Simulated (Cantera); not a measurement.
# NO annealing gas

An isothermal, constant-pressure homogeneous reactor starts with 10.9 % NO, 89.1 % N₂, at 1873 K and 128 Torr.

Computed with Cantera and GRI-Mech 3.0 (53 species, 325 reactions).

```
t (s)        x NO      x O₂       x O     x NO₂   x N₂    x N₂O
--------  -------  --------  --------  --------  -----  -------
2.00e-6     0.109    <1e-12   1.74e-9    <1e-12  0.891  1.74e-9
2.00e-5     0.109  2.54e-12   1.74e-8  5.80e-11  0.891  1.74e-8
0.000200    0.109  2.52e-10   1.72e-7   5.44e-9  0.891  1.71e-7
0.00200     0.109   2.58e-8   1.68e-6   3.30e-7  0.891  1.48e-6
0.0200      0.109   5.99e-6   1.75e-5   5.70e-6  0.891  4.91e-6
0.200       0.108  0.000219   2.54e-5   8.34e-6  0.892  4.99e-6
2.00        0.104   0.00249   3.74e-5   1.22e-5  0.894  4.54e-6
20.0       0.0606    0.0240   9.15e-5   1.84e-5  0.915  1.53e-6
200       0.00326    0.0526  0.000132   1.45e-6  0.944  7.54e-8
```
x: mole fraction; the columns are a selection and need not sum to one.

Equilibrium at this temperature and pressure: NO 0.00291, O₂ 0.0528, O 0.000133, NO₂ 1.30e-6, N₂ 0.944, N₂O 7.47e-8 (gas phase only).
